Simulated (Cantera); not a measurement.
Input (Python, Cantera):

```python
import numpy as np
import cantera as ct

gas = ct.Solution("gri30.yaml")
gas.TPX = 398, 110000, {'CO': 1, 'H2': 0.054, 'CH4': 0.4, 'O2': 0.885, 'N2': 4.25, 'CO2': 0.21}
inlet = ct.Reservoir(gas, clone=True)
gas.equilibrate("HP")  # start burning
reactor = ct.IdealGasConstPressureReactor(gas, energy="on", clone=False)
exhaust = ct.Reservoir(gas, clone=True)
tau = [0.11, 0.043, 0.017, 0.007, 0.0028, 0.0011, 0.00045, 0.00018, 7.3e-05, 2.9e-05, 1.2e-05][0]
for a, b in ((inlet, reactor), (reactor, exhaust)):
    ct.MassFlowController(a, b, mdot=lambda t: reactor.mass / tau)
net = ct.ReactorNet([reactor])
show = ['CO', 'H2', 'CH4', 'HCN', 'HCO', 'O2']

rows = []
print(f"{'tau/s':>10s}{'T/K':>9s}" + "".join(f"{s:>11s}" for s in show))
for tau in [0.11, 0.043, 0.017, 0.007, 0.0028, 0.0011, 0.00045, 0.00018, 7.3e-05, 2.9e-05, 1.2e-05]:
    net.initial_time = 0.0
    net.advance(30 * tau)
    before = gas.X
    net.advance(40 * tau)
    drift = np.max(np.abs(gas.X - before) / (gas.X + 1e-9))
    rows.append([gas.T, *gas[show].X, drift])
    print(f"{tau:10.3e}{gas.T:9.1f}" + "".join(f"{x:11.3e}" for x in gas[show].X))
```

Output:

```
     tau/s      T/K         CO         H2        CH4        HCN        HCO         O2
 1.100e-01   1890.8  1.101e-01  2.131e-02  1.486e-05  3.843e-06  9.513e-08  1.225e-04
 4.300e-02   1883.6  1.101e-01  2.130e-02  1.951e-05  5.315e-06  1.707e-07  2.345e-04
 1.700e-02   1872.5  1.101e-01  2.130e-02  2.808e-05  6.376e-06  3.120e-07  4.504e-04
 7.000e-03   1856.3  1.103e-01  2.133e-02  4.330e-05  6.651e-06  5.694e-07  8.362e-04
 2.800e-03   1831.3  1.108e-01  2.142e-02  7.368e-05  6.115e-06  1.094e-06  1.553e-03
 1.100e-03   1794.3  1.120e-01  2.155e-02  1.399e-04  5.100e-06  2.219e-06  2.845e-03
 4.500e-04   1745.3  1.147e-01  2.159e-02  2.930e-04  4.204e-06  4.615e-06  5.068e-03
 1.800e-04   1668.9  1.226e-01  2.125e-02  8.166e-04  3.603e-06  1.096e-05  1.037e-02
 7.300e-05    398.0  1.471e-01  7.942e-03  5.883e-02 -1.708e-19 -5.043e-29  1.302e-01
 2.900e-05    398.0  1.471e-01  7.942e-03  5.883e-02 -4.146e-23 -3.444e-34  1.302e-01
 1.200e-05    398.0  1.471e-01  7.942e-03  5.883e-02 -2.619e-24  4.386e-33  1.302e-01
```

Cantera simulation using GRI-Mech 3.0 (53 species, 325 reactions); the numbers are that mechanism's predictions, not measurements.
